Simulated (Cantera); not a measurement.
A perfectly stirred reactor is fed with 0.683 % CH₃OH, 4.46 % O₂, 94.9 % N₂, equivalence ratio 0.23, at 1.70 bar; it is held at 1573 K, and followed from long to short residence time.

Model: GRI-Mech 3.0 (53 species, 325 reactions), integrated in Cantera. GRI-Mech 3.0 was tuned for natural gas; its chemistry of methanol as a main component is partial and can be far from experiment.

x: mole fraction; the columns are a selection and need not sum to one.

```json
[
 {"τ (s)": "2.1", "x CH₃OH": "2.37e-7", "x O₂": "0.0342", "x C₂H₄": "<1e-12", "x CO": "1.19e-5", "x HCN": "3.16e-12"},
 {"τ (s)": "0.74", "x CH₃OH": "4.83e-7", "x O₂": "0.0342", "x C₂H₄": "<1e-12", "x CO": "2.46e-5", "x HCN": "3.56e-12"},
 {"τ (s)": "0.26", "x CH₃OH": "9.63e-7", "x O₂": "0.0342", "x C₂H₄": "<1e-12", "x CO": "5.08e-5", "x HCN": "4.25e-12"},
 {"τ (s)": "0.093", "x CH₃OH": "___", "x O₂": "0.0342", "x C₂H₄": "<1e-12", "x CO": "___", "x HCN": "5.43e-12"},
 {"τ (s)": "0.033", "x CH₃OH": "3.51e-6", "x O₂": "0.0342", "x C₂H₄": "<1e-12", "x CO": "0.000209", "x HCN": "8.03e-12"},
 {"τ (s)": "0.012", "x CH₃OH": "6.40e-6", "x O₂": "0.0343", "x C₂H₄": "<1e-12", "x CO": "0.000412", "x HCN": "1.56e-11"},
 {"τ (s)": "0.0041", "x CH₃OH": "___", "x O₂": "0.0345", "x C₂H₄": "1.01e-12", "x CO": "___", "x HCN": "4.68e-11"},
 {"τ (s)": "0.0015", "x CH₃OH": "2.26e-5", "x O₂": "0.0347", "x C₂H₄": "5.26e-12", "x CO": "0.00151", "x HCN": "1.68e-10"}
]
```

**Question.** What belongs in the gaps?

**Answer.** 
- 0.093, x CH₃OH: 1.85e-6
- 0.093, x CO: 0.000103
- 0.0041, x CH₃OH: 1.21e-5
- 0.0041, x CO: 0.000822
